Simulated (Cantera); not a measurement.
A closed system holds: 1 mol SiC, 0.071 mol O₂, a varied amount of N₂, at 1727 °C and 1.70 mbar.

Equilibrium computed with Cantera from the NASA thermochemical tables; the gas is ideal and each condensed phase is pure. Candidate condensed phases: C, Si, SiC, SiO₂, Si₂N₂O, Si₃N₄; 34 gas species. The tables' values for SiN are old estimates; treat these amounts as uncertain. Rates play no part.

log p: log10 of the partial pressure in bar; n: condensed amount in mol.

```csv
n(N₂) (mol),log p N₂,log p Si,log p CO,log p SiC₂,log p Si₂C,log p SiN,n SiC(s),n C(graphite)
100,-2.77,-5.62,-5.62,-7.01,-7.18,-7.59,0.842,___
120,-2.77,-5.62,-5.70,-7.01,-7.18,-7.59,0.811,___
150,-2.77,-5.62,-5.80,-7.01,-7.18,-7.59,0.764,___
190,-2.77,-5.62,-5.90,-7.01,-7.18,-7.59,0.702,___
230,-2.77,-5.62,-5.98,-7.01,-7.18,-7.59,0.639,___
290,-2.77,-5.62,-6.08,-7.01,-7.18,-7.59,0.546,___
350,-2.77,-5.62,-6.17,-7.01,-7.18,-7.59,0.452,___
440,-2.77,-5.62,-6.27,-7.01,-7.18,-7.59,0.312,___
540,-2.77,-5.62,-6.35,-7.01,-7.18,-7.59,0.156,___
660,-2.77,-5.63,-6.44,-7.02,-7.21,-7.60,0,___
```

Q: Fill in the missing entries.

A: 
- 100, n C(graphite): 0
- 120, n C(graphite): 0.0274
- 150, n C(graphite): 0.0691
- 190, n C(graphite): 0.125
- 230, n C(graphite): 0.180
- 290, n C(graphite): 0.263
- 350, n C(graphite): 0.347
- 440, n C(graphite): 0.472
- 540, n C(graphite): 0.611
- 660, n C(graphite): 0.749
